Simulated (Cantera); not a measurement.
A Cantera script and its output.

```python
import numpy as np
import cantera as ct

gas = ct.Solution("gri30.yaml")
gas.TPX = 775, 101325, {'CO': 1, 'H2': 0.66, 'CH4': 0.27, 'O2': 1.9, 'N2': 7.15}
inlet = ct.Reservoir(gas, clone=True)
gas.equilibrate("HP")  # start burning
reactor = ct.IdealGasConstPressureReactor(gas, energy="on", clone=False)
exhaust = ct.Reservoir(gas, clone=True)
tau = [0.21, 0.057, 0.016, 0.0043, 0.0012, 0.00032, 8.7e-05, 2.4e-05, 6.5e-06][0]
for a, b in ((inlet, reactor), (reactor, exhaust)):
    ct.MassFlowController(a, b, mdot=lambda t: reactor.mass / tau)
net = ct.ReactorNet([reactor])
show = ['CO', 'H2', 'CH4', 'NO', 'CH2']

rows = []
print(f"{'tau/s':>10s}{'T/K':>9s}" + "".join(f"{s:>11s}" for s in show))
for tau in [0.21, 0.057, 0.016, 0.0043, 0.0012, 0.00032, 8.7e-05, 2.4e-05, 6.5e-06]:
    net.initial_time = 0.0
    net.advance(30 * tau)
    before = gas.X
    net.advance(40 * tau)
    drift = np.max(np.abs(gas.X - before) / (gas.X + 1e-9))
    rows.append([gas.T, *gas[show].X, drift])
    print(f"{tau:10.3e}{gas.T:9.1f}" + "".join(f"{x:11.3e}" for x in gas[show].X))
```

It prints:

```
     tau/s      T/K         CO         H2        CH4         NO        CH2
 2.100e-01   2327.8  7.500e-03  1.271e-03  2.327e-07  6.029e-03  6.349e-09
 5.700e-02   2324.5  8.188e-03  1.386e-03  7.978e-07  3.851e-03  2.217e-08
 1.600e-02   2305.1  1.025e-02  1.746e-03  2.413e-06  1.758e-03  6.763e-08
 4.300e-03   2241.6  1.569e-02  2.792e-03  6.526e-06  6.129e-04  1.692e-07
 1.200e-03   2124.8  2.429e-02  4.704e-03  1.648e-05  1.792e-04  3.228e-07
 3.200e-04   1956.3  3.468e-02  7.265e-03  4.875e-05  6.044e-05  5.479e-07
 8.700e-05   1748.1  4.888e-02  9.760e-03  1.888e-04  2.608e-05  9.374e-07
 2.400e-05   1461.0  8.314e-02  1.764e-02  1.775e-03  3.138e-06  2.854e-06
 6.500e-06    775.0  9.107e-02  6.011e-02  2.459e-02  3.540e-20  3.120e-27
```

Computed with Cantera and GRI-Mech 3.0 (53 species, 325 reactions).
